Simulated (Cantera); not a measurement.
An isothermal, constant-pressure homogeneous reactor starts with CH4 : H2 : CO2 = 0.01 : 1 : 0.0067 (molar parts), at 1750 K and 0.0220 bar. Integrator tolerance rtol = 1e-08.

Model: GRI-Mech 3.0 (53 species, 325 reactions), integrated in Cantera. Radical loss at walls, strong at low pressure, is not modelled.

Q: What does this change do: CO2 0.0067 to 0.018 parts?

A: 
| quantity | before | after |
|---|---|---|
| x(CH4) at 40.0 s | 0.000496 (gas-phase equilibrium 7.16e-5) | 0.000576 (gas-phase equilibrium 5.03e-10) |
| x(H2) at 40.0 s | 0.982 (gas-phase equilibrium 0.984) | 0.962 (gas-phase equilibrium 0.964) |
| x(CO2) at 40.0 s | 1.01e-5 (gas-phase equilibrium 1.00e-10) | 7.60e-5 (gas-phase equilibrium 5.78e-5) |
| x(H) at 40.0 s | 0.00156 (gas-phase equilibrium 0.00157) | 0.00154 (gas-phase equilibrium 0.00155) |
| x(O2) at 40.0 s | <1e-12 (gas-phase equilibrium <1e-12) | 7.29e-12 (gas-phase equilibrium 3.16e-12) |
| x(CO) at 40.0 s | 0.00905 (gas-phase equilibrium 0.0130) | 0.0227 (gas-phase equilibrium 0.0266) |

Q: What does this change do: temperature 1750 to 2150 K?

A: 
| quantity | before | after |
|---|---|---|
| x(CH4) at 40.0 s | 0.000496 (gas-phase equilibrium 7.16e-5) | 5.40e-6 (gas-phase equilibrium 5.42e-6) |
| x(H2) at 40.0 s | 0.982 (gas-phase equilibrium 0.984) | 0.958 (gas-phase equilibrium 0.958) |
| x(CO2) at 40.0 s | 1.01e-5 (gas-phase equilibrium 1.00e-10) | 5.07e-11 (gas-phase equilibrium 5.10e-11) |
| x(H) at 40.0 s | 0.00156 (gas-phase equilibrium 0.00157) | 0.0280 (gas-phase equilibrium 0.0280) |
| x(O2) at 40.0 s | <1e-12 (gas-phase equilibrium <1e-12) | <1e-12 (gas-phase equilibrium <1e-12) |
| x(CO) at 40.0 s | 0.00905 (gas-phase equilibrium 0.0130) | 0.0128 (gas-phase equilibrium 0.0128) |
